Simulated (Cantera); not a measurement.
A perfectly stirred reactor is fed with H2 : O2 : N2 = 1 : 0.549 : 2.07 (molar parts), at 3750 Torr; it is adiabatic with a 575 K inlet, and is followed from long to short residence time, starting on the burning branch (τ in s: 0.4, 0.15, 0.056, 0.021, 0.0078, 0.0029, 0.0011, 0.00041, 0.00015, 5.7e-05, 2.1e-05, 7.9e-06).

Computed with Cantera and the H2/O2 subset of GRI-Mech 3.0, which has no nitrogen chemistry. The hydrogen kinetics of GRI-Mech 3.0 are dated; newer H2 mechanisms differ, most at raised pressure.

One state of this run: T (K) = 2304; x H2 = 0.0238; x O2 = 0.0233; x H2O = 0.277; x H = 0.00817; x H2O2 = 1.11e-6; x OH = 0.0159; x HO2 = 2.14e-5. x: mole fraction; the columns are a selection and need not sum to one.

**Question.** Which value of τ (s) does it belong to?
A. 7.9e-6
B. 0.0029
C. 0.15
D. 5.7e-5

**Answer.** D, 5.7e-5
